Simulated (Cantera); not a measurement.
Feed: 1 mol Ta, 2.5 mol CH4, 0.56 mol CO2, held at 2073.15 K and 2.10 mbar.

Cantera equilibrium calculation (NASA polynomials, part measured and part estimated; ideal gas, pure solids and liquids). Candidate condensed phases: C, C6H6, C7H8, C8H18, H2O, Ta, TaC, Ta2O5; 113 gas species. TaC: taken at fixed stoichiometry. Condensed phases not in the tables: Ta2C. The numbers say what is thermodynamically allowed, not how fast it happens.

Base state: H2 0.770, CO 0.178, H 0.0504, C2H2 (acetylene) 0.000945 (mole fractions); condensed: C(graphite) + TaC(s).

**Question.** What changes in the equilibrium state with this change: pressure from 2.10 mbar to 4.90 Pa?

**Answer.** 
| species | before | after |
|---|---|---|
| H2 | 0.770 | 0.561 |
| H | 0.0504 | 0.282 |
| CO | 0.178 | 0.157 |
| C2H2 (acetylene) | 0.000945 | 0.000688 |
| C(graphite), mol | 0.928 | 0.930 |
| TaC(s), mol | 1.00 | 1.00 |
